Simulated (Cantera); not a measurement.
A Cantera script and its output.

```python
import numpy as np
import cantera as ct

gas = ct.Solution("gri30.yaml")
gas.TPX = 798, 100000, {'CH4': 1, 'H2': 0.14, 'O2': 4.7, 'N2': 17.7, 'CO2': 0.34}
inlet = ct.Reservoir(gas, clone=True)
gas.equilibrate("HP")  # start burning
reactor = ct.IdealGasConstPressureReactor(gas, energy="on", clone=False)
exhaust = ct.Reservoir(gas, clone=True)
tau = [0.17, 0.061, 0.022, 0.008, 0.0029, 0.001, 0.00038, 0.00014, 5e-05, 1.8e-05][0]
for a, b in ((inlet, reactor), (reactor, exhaust)):
    ct.MassFlowController(a, b, mdot=lambda t: reactor.mass / tau)
net = ct.ReactorNet([reactor])
show = ['CH4', 'H2', 'O2', 'N2O', 'OH', 'NO']

rows = []
print(f"{'tau/s':>10s}{'T/K':>9s}" + "".join(f"{s:>11s}" for s in show))
for tau in [0.17, 0.061, 0.022, 0.008, 0.0029, 0.001, 0.00038, 0.00014, 5e-05, 1.8e-05]:
    net.initial_time = 0.0
    net.advance(30 * tau)
    before = gas.X
    net.advance(40 * tau)
    drift = np.max(np.abs(gas.X - before) / (gas.X + 1e-9))
    rows.append([gas.T, *gas[show].X, drift])
    print(f"{tau:10.3e}{gas.T:9.1f}" + "".join(f"{x:11.3e}" for x in gas[show].X))
```

Output:

```
     tau/s      T/K        CH4         H2         O2        N2O         OH         NO
 1.700e-01   1757.4  6.430e-06  4.210e-05  1.103e-01  4.206e-07  8.331e-04  1.370e-05
 6.100e-02   1753.9  1.251e-05  7.906e-05  1.103e-01  6.098e-07  1.122e-03  1.110e-05
 2.200e-02   1747.6  2.384e-05  1.511e-04  1.103e-01  7.568e-07  1.519e-03  9.070e-06
 8.000e-03   1736.5  4.512e-05  2.860e-04  1.104e-01  7.756e-07  2.027e-03  7.002e-06
 2.900e-03   1717.1  8.714e-05  5.300e-04  1.107e-01  6.824e-07  2.626e-03  5.226e-06
 1.000e-03   1681.6  1.846e-04  9.704e-04  1.116e-01  5.382e-07  3.236e-03  3.922e-06
 3.800e-04   1628.0  4.158e-04  1.620e-03  1.139e-01  4.005e-07  3.534e-03  2.816e-06
 1.400e-04   1530.4  1.437e-03  3.020e-03  1.209e-01  2.181e-07  2.959e-03  1.120e-06
 5.000e-05    798.0  4.188e-02  5.863e-03  1.968e-01 -2.212e-21  1.886e-16 -1.246e-20
 1.800e-05    798.0  4.188e-02  5.863e-03  1.968e-01  1.051e-22  1.313e-16  1.920e-26
```

Cantera simulation using GRI-Mech 3.0 (53 species, 325 reactions); the numbers are that mechanism's predictions, not measurements.
